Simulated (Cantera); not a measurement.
Charge: 1 mol TiO₂, 0.15 mol Cl₂, 0.016 mol O₂, equilibrated at 570000 Pa.

These are equilibrium values from Cantera (NASA tables, ideal gas, pure condensed phases), not measurements of a reactor. Candidate condensed phases: Ti, TiCl₂, TiCl₃, TiCl₄, TiO, TiO₂, Ti₂O₃, Ti₃O₅, Ti₄O₇; 15 gas species. Condensed phases not in the tables: TiOCl. Kinetics and transport are ignored.

x: gas mole fraction; n: condensed amount in mol.

| T (K) | x Cl₂ | x O₂ | x Cl | x TiCl₄ | x ClO | x O | x TiOCl₂ | n TiO₂(rutile) |
|---|---|---|---|---|---|---|---|---|
| 800 | 0.904 | 0.0964 | 3.72e-6 | 2.17e-8 | 3.35e-7 | <1e-12 | <1e-12 | 1.00 |
| 850 | 0.904 | 0.0964 | 1.11e-5 | 1.05e-7 | 8.24e-7 | <1e-12 | <1e-12 | 1.00 |
| 900 | 0.904 | 0.0964 | 2.94e-5 | 4.29e-7 | 1.83e-6 | <1e-12 | <1e-12 | 1.00 |
| 950 | 0.904 | 0.0964 | 7.04e-5 | 1.50e-6 | 3.74e-6 | 4.13e-12 | <1e-12 | 1.00 |
| 1000 | 0.903 | 0.0964 | … | … | … | … | <1e-12 | 1.000 |
| 1050 | 0.903 | 0.0964 | 0.000315 | 1.28e-5 | 1.28e-5 | 8.69e-11 | <1e-12 | 1.000 |
| 1100 | 0.903 | 0.0964 | 0.000603 | 3.20e-5 | 2.17e-5 | 3.24e-10 | 5.22e-12 | 1.000 |
| 1150 | 0.902 | 0.0964 | 0.00109 | 7.40e-5 | 3.52e-5 | 1.08e-9 | 3.33e-11 | 1.000 |
| 1200 | 0.901 | 0.0964 | 0.00188 | 0.000159 | 5.48e-5 | 3.26e-9 | 1.82e-10 | 1.000 |
| 1250 | 0.900 | 0.0965 | 0.00310 | 0.000320 | 8.25e-5 | 9.01e-9 | 8.61e-10 | 1.000 |
| 1300 | 0.898 | 0.0967 | … | … | … | … | … | 1.000 |
| 1350 | 0.894 | 0.0970 | 0.00755 | 0.00109 | 0.000170 | 5.51e-8 | 1.35e-8 | 1.000 |

Fill in the missing entries.


- 1300, x Cl: 0.00492
- 1300, x TiCl₄: 0.000608
- 1300, x ClO: 0.000120
- 1300, x O: 2.30e-8
- 1300, x TiOCl₂: 3.61e-9
- 1000, x Cl: 0.000155
- 1000, x TiCl₄: 4.62e-6
- 1000, x ClO: 7.13e-6
- 1000, x O: 2.04e-11
